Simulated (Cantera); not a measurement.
Input (Python, Cantera) and output of one run.

```python
import numpy as np
import cantera as ct

gas_names = """
    H HNO HNO2 HNO3 HO2 H2 H2O H2O2 N NH NH2 NH3 NH2OH NO NO2 NO3 N2 N2H2 N2H4 N2O O OH O2 O3 Si SiH
    SiH2 SiH3 SiH4 SiN SiO SiO2 Si2 Si2N Si3
""".split()
cond_names = """
    H2O(s) H2O(L) Si(cr) Si(L) SiO2(Lqz) SiO2(hqz) SiO2(L) Si2N2O(s) Si3N4(a)
""".split()


# ... load() reads the species with a 1 bar reference pressure and builds the phases ...
atoms = {
    'SiH4': {'Si': 1, 'H': 4},
    'O3': {'O': 3},
    'N2': {'N': 2},
}
top_T = {'Si2N2O(s)': 2100, 'Si3N4(a)': 2400}  # K; cautious upper limits of use, not melting points


# ... equilibrate(T, P, feed) seeds the gas with the atoms and calls Mixture.equilibrate('TP', solver="vcs", rtol=1e-11, max_steps=5000) ...
results = []
T = 1875  # K
P = 100000  # Pa
for m in [0.45, 0.63, 0.87, 1.2, 1.7, 2.3, 3.2, 4.4, 6]:
    feed = {'SiH4': 1, 'O3': m, 'N2': 1.4}  # mol
    mix = equilibrate(T, P, feed)
    results.append((T, P, feed, dict(zip(mix.species_names, mix.species_moles))))
    x = sorted(zip(gas.X, gas.species_names), reverse=True)
    print(f"T = {T:g} K  P = {P:g} Pa  n(O3) = {m:g} mol  gas = {mix.phase_moles(0):.4g} mol")
    print("   x: " + "  ".join(f"{s} {v:.3e}" for v, s in x if v > 1e-05))
    print("   condensed (mol): " + ("  ".join(f"{mix.phase(i).name} {mix.phase_moles(i):.4g}"
          for i in range(1, mix.n_phases) if mix.phase_moles(i) > 1e-12) or "none"))
```

Result:

```
T = 1875 K  P = 100000 Pa  n(O3) = 0.45 mol  gas = 3.222 mol
   x: H2 6.199e-01  N2 3.701e-01  SiO 8.939e-03  H2O 6.178e-04  H 5.161e-04
   condensed (mol): SiO2(L) 0.5557  Si2N2O(s) 0.2077
T = 1875 K  P = 100000 Pa  n(O3) = 0.63 mol  gas = 3.403 mol
   x: H2 5.869e-01  N2 4.033e-01  SiO 8.686e-03  H2O 6.020e-04  H 5.022e-04
   condensed (mol): SiO2(L) 0.9154  Si2N2O(s) 0.0275
T = 1875 K  P = 100000 Pa  n(O3) = 0.87 mol  gas = 3.401 mol
   x: N2 4.117e-01  H2 4.085e-01  H2O 1.794e-01  H 4.190e-04  SiO 2.029e-05  OH 1.434e-05
   condensed (mol): SiO2(L) 0.9999
T = 1875 K  P = 100000 Pa  n(O3) = 1.2 mol  gas = 3.401 mol
   x: H2O 4.704e-01  N2 4.117e-01  H2 1.176e-01  H 2.247e-04  OH 7.012e-05
   condensed (mol): SiO2(L) 1
T = 1875 K  P = 100000 Pa  n(O3) = 1.7 mol  gas = 3.953 mol
   x: H2O 5.048e-01  N2 3.528e-01  O2 1.372e-01  NO 2.870e-03  OH 2.153e-03  H2 1.436e-04  O 8.910e-05
   condensed (mol): SiO2(L) 1
T = 1875 K  P = 100000 Pa  n(O3) = 2.3 mol  gas = 4.853 mol
   x: H2O 4.108e-01  O2 2.962e-01  N2 2.866e-01  NO 3.801e-03  OH 2.354e-03  O 1.309e-04  H2 7.953e-05
   condensed (mol): SiO2(L) 1
T = 1875 K  P = 100000 Pa  n(O3) = 3.2 mol  gas = 6.204 mol
   x: O2 4.486e-01  H2O 3.212e-01  N2 2.236e-01  NO 4.132e-03  OH 2.309e-03  O 1.611e-04  H2 5.052e-05  NO2 1.311e-05
   condensed (mol): SiO2(L) 1
T = 1875 K  P = 100000 Pa  n(O3) = 4.4 mol  gas = 8.005 mol
   x: O2 5.719e-01  H2O 2.487e-01  N2 1.728e-01  NO 4.102e-03  OH 2.159e-03  O 1.819e-04  H2 3.465e-05  NO2 1.469e-05
   condensed (mol): SiO2(L) 1
T = 1875 K  P = 100000 Pa  n(O3) = 6 mol  gas = 10.41 mol
   x: O2 6.701e-01  H2O 1.912e-01  N2 1.326e-01  NO 3.889e-03  OH 1.969e-03  O 1.969e-04  H2 2.461e-05  NO2 1.508e-05
   condensed (mol): SiO2(L) 1
```

Method: chemical equilibrium by Gibbs-energy minimisation in Cantera with the NASA 1993 tables (ideal gas, pure condensed phases). Mutual solubility and eutectic melting of coexisting phases are not modelled. The tables hold silica as quartz up to 1696 K and as liquid above; real silica turns to tridymite and cristobalite and melts near 1996 K. Gases not in the tables: Si(OH)4.
